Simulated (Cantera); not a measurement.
Source: NASA polynomial tables (part measured, part estimated), evaluated in Cantera. Values are per mole of reaction as written; species without (g) are pure solids or liquids, kept so even where they would boil at 1 bar.

Task: Between 300 and 2123 K, where is each reaction favourable under standard conditions?
- V2O5 = 2 VO2(g) + O(g)

Result: 
- V2O5 = 2 VO2(g) + O(g): ΔG° is 1166 kJ at 300 K and 324 kJ at 2123 K; it stays positive (K < 1). ΔH° is 1177 kJ and ΔS° 402 J/K at 2123 K.
